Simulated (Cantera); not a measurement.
An isothermal, constant-pressure homogeneous reactor starts with NO : N2 = 1 : 4.1 (molar parts), at 1948 K and 0.132 atm. Integrator tolerance rtol = 1e-08.

Cantera simulation using GRI-Mech 3.0 (53 species, 325 reactions); the numbers are that mechanism's predictions, not measurements.

What does this change do: temperature 1948 to 1675 K?


```
quantity                                             before                                    after
----------------  -----------------------------------------  ---------------------------------------
x(NO) at 4.00 s       0.141 (gas-phase equilibrium 0.00478)    0.193 (gas-phase equilibrium 0.00192)
x(NO2) at 4.00 s    3.56e-5 (gas-phase equilibrium 2.22e-6)  2.74e-5 (gas-phase equilibrium 1.58e-6)
x(O) at 4.00 s    0.000214 (gas-phase equilibrium 0.000378)  5.69e-6 (gas-phase equilibrium 2.93e-5)
x(O2) at 4.00 s       0.0272 (gas-phase equilibrium 0.0954)   0.00149 (gas-phase equilibrium 0.0971)
x(N2O) at 4.00 s    8.17e-6 (gas-phase equilibrium 1.05e-7)  1.37e-5 (gas-phase equilibrium 4.41e-8)
x(N2) at 4.00 s         0.831 (gas-phase equilibrium 0.899)      0.805 (gas-phase equilibrium 0.901)
```

What does this change do: pressure from 0.132 atm to 0.0132 atm?


| quantity | before | after |
|---|---|---|
| x(NO) at 4.00 s | 0.141 (gas-phase equilibrium 0.00478) | 0.186 (gas-phase equilibrium 0.00477) |
| x(NO2) at 4.00 s | 3.56e-5 (gas-phase equilibrium 2.22e-6) | 6.53e-6 (gas-phase equilibrium 6.98e-7) |
| x(O) at 4.00 s | 0.000214 (gas-phase equilibrium 0.000378) | 0.000379 (gas-phase equilibrium 0.00119) |
| x(O2) at 4.00 s | 0.0272 (gas-phase equilibrium 0.0954) | 0.00480 (gas-phase equilibrium 0.0950) |
| x(N2O) at 4.00 s | 8.17e-6 (gas-phase equilibrium 1.05e-7) | 1.30e-5 (gas-phase equilibrium 3.32e-8) |
| x(N2) at 4.00 s | 0.831 (gas-phase equilibrium 0.899) | 0.809 (gas-phase equilibrium 0.899) |
Radical loss at walls, strong at low pressure, is not modelled.
